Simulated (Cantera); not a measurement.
Input: 1 mol CH3F, 0.028 mol CH4, equilibrated at 1298.15 K and 10.0 Torr.

Equilibrium computed with Cantera from the NASA thermochemical tables; the gas is ideal and each condensed phase is pure. Candidate condensed phases: C, C6H6, C7H8, C8H18; 95 gas species. Equilibrium is a limit: real reactors are often held back by kinetics, nucleation or transport.

Base state: H2 0.514, HF 0.486, CH4 2.80e-5 (mole fractions); condensed: C(graphite).

Task: What changes in the equilibrium state with this change: CH3F replaced by CF4?

Result: 
```
species            before    after
----------------  -------  -------
CF4                 <1e-9    0.897
HF                  0.486    0.103
CF2                 <1e-9  1.07e-5
H2                  0.514    <1e-9
CH4               2.80e-5    <1e-9
C(graphite), mol     1.03   0.0560
```
Gases not in the tables: C2F6 and larger saturated fluorocarbons.

Task: What changes in the equilibrium state with this change: CH3F replaced by CH3Cl?

Result: 
| species | before | after |
|---|---|---|
| H2 | 0.514 | 0.514 |
| HCl | 0 | 0.486 |
| CH4 | 2.80e-5 | 2.80e-5 |
| HF | 0.486 | 0 |
| C(graphite), mol | 1.03 | 1.03 |
